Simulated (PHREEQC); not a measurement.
AlCl3 is added in steps, without added water, to 1 kg of water holding 0.00019 mol PbCl2 and 0.0021 mol KNO3, at 20 °C. O2 is buffered at 0.21 atm. No CO2 enters from the air. Solids allowed: Al(OH)3(a), Sylvite, Pb(OH)2. Others were left out.

Base run: PHREEQC, ion-association model, phreeqc.dat. Each further column changes one thing. The table gives AlOH+2 (mol/kgw).

```tsv
AlCl3 added (mol)	base	database wateq4f.dat	Davies equation for every ion	all activity coefficients set to 1	metal-ligand complexes left out
0	0	0	0	0	0
0.000125	2.09e-5	2.09e-5	2.06e-5	2.30e-5	2.09e-5
0.00025	3.15e-5	3.15e-5	3.08e-5	…	3.15e-5
0.000375	3.95e-5	3.95e-5	3.86e-5	…	3.95e-5
0.0005	4.62e-5	4.62e-5	4.50e-5	…	4.62e-5
0.000625	5.20e-5	5.20e-5	5.05e-5	…	5.20e-5
0.00075	5.72e-5	5.72e-5	5.54e-5	…	5.72e-5
0.000875	6.20e-5	6.20e-5	5.98e-5	…	6.19e-5
0.001	6.63e-5	6.63e-5	6.39e-5	…	6.63e-5
```

Some entries are withheld; supply them.


- 0.00025, all activity coefficients set to 1: 3.50e-5
- 0.000375, all activity coefficients set to 1: 4.43e-5
- 0.0005, all activity coefficients set to 1: 5.22e-5
- 0.000625, all activity coefficients set to 1: 5.91e-5
- 0.00075, all activity coefficients set to 1: 6.54e-5
- 0.000875, all activity coefficients set to 1: 7.13e-5
- 0.001, all activity coefficients set to 1: 7.67e-5

 phreeqc.dat and wateq4f.dat share most of their constants, so their agreement is no independent check. Solids allowed in the column 'database wateq4f.dat': Al(OH)3(a), Litharge, Cotunnite, Laurionite.
